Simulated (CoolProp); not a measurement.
The fluoroketone C6F12O (FK-5-1-12) along the isotherm 474.8 K: Z from the reference equation and from simpler models built on Tc = 441.8 K, pc = 1.869 MPa, ω = 0.471; each cubic takes its own stable root.

The numbers come from the reference Helmholtz-energy equation of state, McLinden 2015 in CoolProp.

```csv
p (MPa),phase,reference
0.0296,gas,0.9958
0.0607,gas,0.9913
0.125,gas,0.9820
0.256,gas,0.9628
0.526,gas,0.9223
1.08,gas,0.8324
2.22,supercritical,0.5993
4.55,supercritical,0.4093
9.35,supercritical,0.6781
```

Problem. How far does each simpler model (Redlich-Kwong, Peng-Robinson) lie from the reference over these 9 states: mean and median of the absolute difference, and the worst?

Solution. 
- Redlich-Kwong: mean 2.3 %, median 0.4 %, worst +7.4 % at 474.8 K and 4.55 MPa
- Peng-Robinson: mean 1.5 %, median 0.8 %, worst +6.4 % at 474.8 K and 4.55 MPa
